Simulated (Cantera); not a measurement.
Source: NASA polynomial tables (part measured, part estimated), evaluated in Cantera. Values are per mole of reaction as written; species without (g) are pure solids or liquids, kept so even where they would boil at 1 bar.

4 H₂S(g) + 2 SF₄(g) = 3 S₂(g) + 8 HF(g)

| T (K) | ΔH° (kJ) | ΔS° (J/K) | ΔG° (kJ) | log10 K |
|---|---|---|---|---|
| 2075 | -238.9 | 619.5 | -1524.3 | 38.37 |
| 2100 | ? | ? | ? | ? |
| 2125 | -240.9 | 618.5 | -1555.3 | 38.23 |
| 2150 | ? | ? | ? | ? |
| 2175 | -242.9 | 617.6 | -1586.2 | 38.09 |
| 2200 | -243.9 | 617.2 | -1601.6 | 38.03 |
| 2225 | -244.8 | 616.7 | -1617.0 | 37.96 |
| 2250 | -245.8 | 616.3 | -1632.5 | 37.90 |

### Question
Fill in the missing entries.

### Answer

- 2100, ΔH° (kJ): -239.9
- 2100, ΔS° (J/K): 619.0
- 2100, ΔG° (kJ): -1539.8
- 2100, log10 K: 38.30
- 2150, ΔH° (kJ): -241.9
- 2150, ΔS° (J/K): 618.1
- 2150, ΔG° (kJ): -1570.7
- 2150, log10 K: 38.16
